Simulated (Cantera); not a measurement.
Mixture: 4.14 % CH4, 20.2 % O2, 75.7 % N2, equivalence ratio 0.41, at 7500 Torr, adiabatic and at constant pressure. Ignition delay is the time to a rise of 400 K.

Cantera simulation using GRI-Mech 3.0 (53 species, 325 reactions); the numbers are that mechanism's predictions, not measurements.

Q: Predict: delay at 1000 K; delay at 1200 K; delay at 1400 K; delay at 1600 K; apparent activation energy between 1500 and 1700 K.

A: 
| Quantity | Result |
|---|---|
| delay at 1000 K | 68.8 ms |
| delay at 1200 K | 3.32 ms |
| delay at 1400 K | 0.355 ms |
| delay at 1600 K | 60.2 µs |
| apparent activation energy between 1500 and 1700 K | 170 kJ/mol |
